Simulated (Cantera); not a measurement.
An adiabatic, constant-pressure homogeneous reactor starts with 45.1 % CO, 12.6 % H2, 6.39 % O2, 24.1 % N2, 11.8 % H2O, at 1175 K and 1000000 Pa.

Model: GRI-Mech 3.0 (53 species, 325 reactions), integrated in Cantera. The hydrogen kinetics of GRI-Mech 3.0 are dated; newer H2 mechanisms differ, most at raised pressure.

Predict: time of steepest temperature rise; temperature at 9.00 s; equilibrium temperature; x(CO) at 9.00 s; x(H2) at 9.00 s; x(O2) at 9.00 s; x(O) at 9.00 s; x(H) at 9.00 s; x(OH) at 9.00 s.


```json
{
 "time_of_steepest_temperature_rise": "0.118 ms",
 "temperature at 9.00 s": "2120 K",
 "equilibrium_temperature": "2120 K",
 "x(CO) at 9.00 s": "0.373 (gas-phase equilibrium 0.373)",
 "x(H2) at 9.00 s": "0.106 (gas-phase equilibrium 0.106)",
 "x(O2) at 9.00 s": "9.81e-8 (gas-phase equilibrium 9.81e-8)",
 "x(O) at 9.00 s": "1.59e-7 (gas-phase equilibrium 1.59e-7)",
 "x(H) at 9.00 s": "0.000365 (gas-phase equilibrium 0.000365)",
 "x(OH) at 9.00 s": "6.51e-5 (gas-phase equilibrium 6.51e-5)"
}
```
